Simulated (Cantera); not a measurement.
A closed system holds: 1 mol CF4, 0.018 mol Si, at 1350 °C and 62.0 Pa.

Equilibrium computed with Cantera from the NASA thermochemical tables; the gas is ideal and each condensed phase is pure. Candidate condensed phases: C, Si, SiC; 23 gas species. Gases not in the tables: C2F6 and larger saturated fluorocarbons. Rates play no part.

Problem. What is the equilibrium state?

Solution. 
```json
{
 "x(CF4)": "0.969",
 "x(SiF4)": "0.0179",
 "x(CF2)": "0.00920",
 "x(F)": "0.00341",
 "x(CF3)": "0.000769",
 "x(CF)": "1.56e-6",
 "n(C(graphite))": "0.0140 mol",
 "gas_amount": "1.007 mol",
 "log10 activity of Si(s) (absent)": "-24.10"
}
```
